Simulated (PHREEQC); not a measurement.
A solution holds 180 mmol/kgw H2SO4, 12 mmol/kgw Al2(SO4)3 and 0.095 mmol/kgw MnSO4, at 25 °C. Closed to the air; pH follows from the charge balance.

All values are PHREEQC results (ion-association model, wateq4f.dat), not measurements.

The ionic strength comes out as 0.267 mol/kgw. What activity coefficients do H+, SO4-2, Al(SO4)2-, Al+3, AlSO4+ get?

H+ 0.79, SO4-2 0.26, Al(SO4)2- 0.71, Al+3 0.12, AlSO4+ 0.71.

This is a speciation only: nothing precipitates in the calculation.
